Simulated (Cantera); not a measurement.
## SiO2 + H2 (hydrogen reduction and annealing atmospheres)

Input: 1 mol SiO2, a varied amount of H2, at 2148 K and 1.00 bar.

Method: chemical equilibrium by Gibbs-energy minimisation in Cantera with the NASA 1993 tables (ideal gas, pure condensed phases). Candidate condensed phases: H2O, Si, SiO2; 18 gas species. The tables hold silica as quartz up to 1696 K and as liquid above; real silica turns to tridymite and cristobalite and melts near 1996 K. Gases not in the tables: Si(OH)4. The numbers say what is thermodynamically allowed, not how fast it happens.

From 13 mol H2 to 35 mol H2 the condensed part is SiO2(l). From 45 mol H2 to 73 mol H2 nothing is condensed.

```
n(H2) (mol)   x H2   x SiO   x H2O      x H     x OH   x SiO2  n SiO2(l)
-----------  -----  ------  ------  -------  -------  -------  ---------
13           0.948  0.0241  0.0241  0.00406  1.33e-5  2.73e-6      0.678
17           0.948  0.0241  0.0241  0.00406  1.33e-5  2.73e-6      0.579
22           0.948  0.0241  0.0241  0.00406  1.33e-5  2.73e-6      0.455
28           0.948  0.0241  0.0241  0.00406  1.33e-5  2.73e-6      0.306
35           0.948  0.0241  0.0241  0.00406  1.33e-5  2.73e-6      0.133
45           0.953  0.0217  0.0217  0.00407  1.19e-5  2.20e-6          0
57           0.962  0.0172  0.0172  0.00409  9.41e-6  1.37e-6          0
73           0.969  0.0135  0.0135  0.00410  7.35e-6  8.34e-7          0
```
x: gas mole fraction; n: condensed amount in mol.
